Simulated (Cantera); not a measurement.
A perfectly stirred reactor is fed with CH4 : H2O : H2 = 1 : 0.38 : 0.11 (molar parts), at 4.60 bar; it is held at 1575 K, and followed from long to short residence time.

Computed with Cantera and GRI-Mech 3.0 (53 species, 325 reactions). GRI-Mech 3.0 stops at C3 and has no aromatics, soot or wall deposition, so with more carbon than oxygen in the feed, carbon stays in small species such as C2H2 where larger ones or solid carbon would form.

What does this change do: pressure from 4.60 bar to 1.01 bar?


```
quantity                before     after
---------------------  -------  --------
x(CH4) at τ = 8.10 s     0.186    0.0835
x(H2O) at τ = 8.10 s    0.0575    0.0630
x(H2) at τ = 8.10 s      0.575     0.649
x(CO2) at τ = 8.10 s   0.00353   0.00279
x(CO) at τ = 8.10 s      0.103    0.0849
x(CH4) at τ = 0.190 s    0.252     0.275
x(H2O) at τ = 0.190 s    0.179     0.189
x(H2) at τ = 0.190 s     0.434     0.414
x(CO2) at τ = 0.190 s  0.00128  0.000460
x(CO) at τ = 0.190 s    0.0120   0.00556
```

What does this change do: H2 0.11 to 0.97 parts?


| quantity | before | after |
|---|---|---|
| x(CH4) at τ = 8.10 s | 0.186 | 0.175 |
| x(H2O) at τ = 8.10 s | 0.0575 | 0.0588 |
| x(H2) at τ = 8.10 s | 0.575 | 0.653 |
| x(CO2) at τ = 8.10 s | 0.00353 | 0.00199 |
| x(CO) at τ = 8.10 s | 0.103 | 0.0645 |
| x(CH4) at τ = 0.190 s | 0.252 | 0.230 |
| x(H2O) at τ = 0.190 s | 0.179 | 0.135 |
| x(H2) at τ = 0.190 s | 0.434 | 0.561 |
| x(CO2) at τ = 0.190 s | 0.00128 | 0.000323 |
| x(CO) at τ = 0.190 s | 0.0120 | 0.00494 |
